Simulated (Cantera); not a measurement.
Thermodynamics of boron, boron nitride and boron oxide, feed borazine + H₂O

Input: 1 mol borazine, 0.071 mol H₂O, at 0.0825 Torr.

These are equilibrium values from Cantera (NASA tables, ideal gas, pure condensed phases), not measurements of a reactor. Candidate condensed phases: B, BN, B₂O₃, B₃O₃H₃, H₂O; 39 gas species. The feed counts by its element totals alone. Mutual solubility and eutectic melting of coexisting phases are not modelled. The tables' values for BH₂ are old estimates; treat these amounts as uncertain. The numbers say what is thermodynamically allowed, not how fast it happens.

From 1377 °C to 1427 °C the condensed part is BN(s). From 1477 °C to 1627 °C the condensed part is B(s) + BN(s). From 1677 °C to 1877 °C the condensed part is B(s). The main B-bearing gas is HBO at 1377 °C and B at 1877 °C.

| T (°C) | x H₂ | x N₂ | x H | x HBO | x B | x BO | n BN(s) | n B(s) |
|---|---|---|---|---|---|---|---|---|
| 1377 | 0.959 | 0.0112 | 0.00848 | 0.0164 | 4.17e-7 | 0.00309 | 2.93 | 0 |
| 1427 | 0.954 | 0.0112 | 0.0137 | 0.0155 | 2.34e-6 | 0.00447 | 2.93 | 0 |
| 1477 | 0.942 | 0.0150 | 0.0215 | 0.0142 | 1.03e-5 | 0.00613 | 2.90 | 0.0243 |
| 1527 | 0.908 | 0.0387 | 0.0325 | 0.0123 | 2.98e-5 | 0.00786 | 2.74 | 0.184 |
| 1577 | 0.838 | 0.0949 | 0.0470 | 0.00983 | 8.13e-5 | 0.00931 | 2.33 | 0.601 |
| 1627 | 0.697 | 0.222 | 0.0632 | 0.00670 | 0.000210 | 0.00972 | 1.14 | 1.79 |
| 1677 | 0.591 | 0.310 | 0.0840 | 0.00453 | 0.000516 | 0.00982 | 0 | 2.92 |
| 1727 | 0.563 | 0.305 | 0.116 | 0.00354 | 0.00121 | 0.0106 | 0 | 2.92 |
| 1777 | 0.528 | 0.297 | 0.157 | 0.00270 | 0.00273 | 0.0111 | 0 | 2.91 |
| 1827 | 0.485 | 0.288 | 0.207 | 0.00201 | 0.00591 | 0.0114 | 0 | 2.89 |
| 1877 | 0.433 | 0.277 | 0.265 | 0.00147 | 0.0123 | 0.0114 | 0 | 2.86 |
x: gas mole fraction; n: condensed amount in mol.
